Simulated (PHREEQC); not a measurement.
A made-up water analysis in mg/L, 92 °C, pH 2.86, pe 9.5:

```csv
constituent,mg/L
Na,242
K,556
Ca,660
Mg,226
Cl,582
S(6) as SO4,3070
Cd,17
```

Valence states are taken as typed.

Model: ion-association model, wateq4f.dat, run in PHREEQC.

The ionic strength comes out as 0.0789 mol/kgw. What activity coefficients do CdCl+, K+, Mg+2, Cl-, HSO4- get?

CdCl+ 0.77, K+ 0.75, Mg+2 0.38, Cl- 0.75, HSO4- 0.77.

This is a speciation only: nothing precipitates in the calculation. Examples of supersaturated solids here: Gypsum. Others may be too. Species that the database lacks are ignored. At this temperature some constants are extrapolated from 25 °C, and those without enthalpy data are left unchanged.
